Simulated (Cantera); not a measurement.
A closed system holds: 1 mol CH₄, 0.25 mol H₂O, 1.4 mol N₂, at 452 °C and 8.10 bar.

Equilibrium computed with Cantera from the NASA thermochemical tables; the gas is ideal and each condensed phase is pure. Candidate condensed phases: C, C₆H₆, C₇H₈, C₈H₁₈, H₂O; 136 gas species. Rates play no part.

Base state: N₂ 0.505, CH₄ 0.321, H₂ 0.0878, H₂O 0.0813, CO₂ 0.00415, NH₃ 0.00103, CO 0.000595 (mole fractions); condensed: C(graphite).

Question: What changes in the equilibrium state with this change: temperature from 452 °C to 1525 °C?

Answer: 
```json
[
 {"species": "H₂", "before": "0.0878", "after": "0.572"},
 {"species": "N₂", "before": "0.505", "after": "0.358"},
 {"species": "CO", "before": "0.000595", "after": "0.0642"},
 {"species": "CH₄", "before": "0.321", "after": "0.00205"},
 {"species": "H₂O", "before": "0.0813", "after": "8.56e-5"},
 {"species": "HCN", "before": "2.46e-9", "after": "0.00275"},
 {"species": "HNC", "before": "<1e-9", "after": "0.000104"},
 {"species": "C₂H₂ (acetylene)", "before": "<1e-9", "after": "9.87e-5"},
 {"species": "H", "before": "<1e-9", "after": "9.36e-5"},
 {"species": "C₂H₄", "before": "5.94e-9", "after": "1.09e-5"},
 {"species": "C(graphite), mol", "before": "0.0984", "after": "0.730"}
]
```
